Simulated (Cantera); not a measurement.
**Ignition delay**

Mixture: CH₄ : C₂H₆ : O₂ : N₂ = 1 : 0.079 : 1.26 : 4.76 (molar parts), equivalence ratio 1.8, at 44000 Pa, adiabatic and at constant pressure. Ignition delay is the time to a rise of 400 K.

Detailed kinetics in Cantera: GRI-Mech 3.0 (53 species, 325 reactions).

```tsv
T0 (K)	delay (ms)
1273	7.81
1348	3.34
1423	1.48
1498	0.700
1573	0.362
1648	0.205
1723	0.128
1798	0.0853
```

| Item | Result |
|---|---|
| apparent activation energy between 1648 and 1798 K | 140 kJ/mol |
